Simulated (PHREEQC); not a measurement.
3.5 g of hydrous ferric oxide (600 m²/g; 0.2 weak and 0.005 strong sites per Fe, Dzombak-Morel constants, diffuse double layer) in 1 kg of water with 0.001 mol/kgw of an inert sodium salt and 0.15 mmol/kgw H3BO3, at 25 °C; the pH is set by adding NaOH or the inert anion's acid. O2 is buffered at 0.21 atm. CO2 from the air is kept out. Precipitation was switched off in this run.

All values are PHREEQC results (ion-association model, wateq4f.dat), not measurements.

```
pH     B sorbed (%)  surface charge σ (C/m²)  surface potential ψ (mV)
-----  ------------  -----------------------  ------------------------
4               1.8                    0.154                       201
4.67     (withheld)                    0.085                       179
5.33            2.4                    0.043                       152
6               2.4                    0.020                       119
6.67            2.4                    0.009                        82
7.33            2.4                    0.004                        45
8               2.3                    0.000                (withheld)
8.67            1.9                   -0.003                (withheld)
9.33     (withheld)                   -0.007                       -70
10       (withheld)                   -0.017                      -107
10.67           0.1                   -0.040                      -140
11.33           0.0                   -0.095                      -164
12              0.0                   -0.209                      -174
```

Question: Some entries are withheld; supply them.

Answer: 
- 4.67, B sorbed (%): 2.2
- 8, surface potential ψ (mV): 6
- 8.67, surface potential ψ (mV): -32
- 9.33, B sorbed (%): 1.1
- 10, B sorbed (%): 0.4

Complexes and solids missing from the database can't appear.
